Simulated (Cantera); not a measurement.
An isothermal, constant-pressure homogeneous reactor starts with 0.204 % CO, 3.33 % O2, 3.89 % H2O, 92.6 % N2, equivalence ratio 0.031, at 1300 K and 9.57 atm.

Model: GRI-Mech 3.0 (53 species, 325 reactions), integrated in Cantera.

Predict: x(O2) at 3.00 s; x(H2O) at 3.00 s; x(HO2) at 3.00 s; x(NO) at 3.00 s; x(N2O) at 3.00 s.


| Item | Result |
|---|---|
| x(O2) at 3.00 s | 0.0323 (gas-phase equilibrium 0.0323) |
| x(H2O) at 3.00 s | 0.0389 (gas-phase equilibrium 0.0389) |
| x(HO2) at 3.00 s | 1.01e-8 (gas-phase equilibrium 1.01e-8) |
| x(NO) at 3.00 s | 2.29e-9 (gas-phase equilibrium 0.000169) |
| x(N2O) at 3.00 s | 3.79e-8 (gas-phase equilibrium 3.79e-8) |
